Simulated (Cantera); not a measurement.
A perfectly stirred reactor is fed with CH2O : O2 : N2 = 0.01 : 0.017 : 1 (molar parts), equivalence ratio 0.59, at 1000000 Pa; it is held at 1550 K, and followed from long to short residence time.

Computed with Cantera and GRI-Mech 3.0 (53 species, 325 reactions).

What does this change do: temperature 1550 to 1125 K?


```
quantity                  before     after
-----------------------  -------  --------
x(CH2O) at τ = 11.0 s    3.60e-8   5.08e-6
x(O2) at τ = 11.0 s      0.00681   0.00697
x(O) at τ = 11.0 s       4.74e-7   1.54e-8
x(H2) at τ = 11.0 s      3.70e-7   3.32e-6
x(CH2CO) at τ = 11.0 s    <1e-12    <1e-12
x(CH2O) at τ = 0.230 s   6.19e-7   5.70e-5
x(O2) at τ = 0.230 s     0.00683   0.00821
x(O) at τ = 0.230 s      3.70e-6   9.23e-8
x(H2) at τ = 0.230 s     3.45e-6  0.000100
x(CH2CO) at τ = 0.230 s   <1e-12    <1e-12
```

What does this change do: temperature 1550 to 1000 K?


```json
[
 {"quantity": "x(CH2O) at τ = 11.0 s", "before": "3.60e-8", "after": "1.91e-5"},
 {"quantity": "x(O2) at τ = 11.0 s", "before": "0.00681", "after": "0.00732"},
 {"quantity": "x(O) at τ = 11.0 s", "before": "4.74e-7", "after": "2.55e-9"},
 {"quantity": "x(H2) at τ = 11.0 s", "before": "3.70e-7", "after": "9.76e-6"},
 {"quantity": "x(CH2CO) at τ = 11.0 s", "before": "<1e-12", "after": "<1e-12"},
 {"quantity": "x(CH2O) at τ = 0.230 s", "before": "6.19e-7", "after": "0.000186"},
 {"quantity": "x(O2) at τ = 0.230 s", "before": "0.00683", "after": "0.00958"},
 {"quantity": "x(O) at τ = 0.230 s", "before": "3.70e-6", "after": "8.05e-9"},
 {"quantity": "x(H2) at τ = 0.230 s", "before": "3.45e-6", "after": "0.000255"},
 {"quantity": "x(CH2CO) at τ = 0.230 s", "before": "<1e-12", "after": "1.21e-12"}
]
```

What does this change do: 0.092 parts H2 added?


| quantity | before | after |
|---|---|---|
| x(CH2O) at τ = 11.0 s | 3.60e-8 | 3.09e-8 |
| x(O2) at τ = 11.0 s | 0.00681 | 1.37e-6 |
| x(O) at τ = 11.0 s | 4.74e-7 | 1.42e-10 |
| x(H2) at τ = 11.0 s | 3.70e-7 | 0.0624 |
| x(CH2CO) at τ = 11.0 s | <1e-12 | <1e-12 |
| x(CH2O) at τ = 0.230 s | 6.19e-7 | 2.22e-7 |
| x(O2) at τ = 0.230 s | 0.00683 | 1.04e-5 |
| x(O) at τ = 0.230 s | 3.70e-6 | 6.49e-9 |
| x(H2) at τ = 0.230 s | 3.45e-6 | 0.0624 |
| x(CH2CO) at τ = 0.230 s | <1e-12 | 2.75e-11 |
